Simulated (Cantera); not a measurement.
**CaF2 + HF + N2 (halide evaporation, hydrolysis and transport)**

A closed system holds: 1 mol CaF2, 4.5 mol HF, a varied amount of N2, equilibrated at 727 °C and 21.0 mbar.

Method: chemical equilibrium by Gibbs-energy minimisation in Cantera with the NASA 1993 tables (ideal gas, pure condensed phases). Candidate condensed phases: Ca, CaF2; 25 gas species. The numbers say what is thermodynamically allowed, not how fast it happens.

| n(N2) (mol) | log p HF | log p N2 | log p H2F2 | n CaF2(s) |
|---|---|---|---|---|
| 0.21 | -1.70 | -3.03 | -7.80 | 1.00 |
| 0.35 | -1.71 | -2.82 | -7.83 | 1.00 |
| 0.59 | -1.73 | -2.61 | -7.87 | 1.00 |
| 0.99 | -1.76 | -2.42 | -7.93 | 1.00 |
| 1.7 | -1.82 | -2.24 | -8.04 | 1.00 |
| 2.8 | -1.89 | -2.09 | -8.18 | 1.00 |
| 4.7 | -1.99 | -1.97 | -8.38 | 1.00 |
| 7.9 | -2.12 | -1.87 | -8.64 | 1.00 |
| 13 | -2.27 | -1.81 | -8.94 | 1.00 |
| 22 | -2.45 | -1.76 | -9.30 | 1.00 |
| 38 | -2.65 | -1.73 | -9.71 | 1.00 |
log p: log10 of the partial pressure in bar; n: condensed amount in mol.

From 0.21 mol N2 to 38 mol N2 the condensed part is CaF2(s).
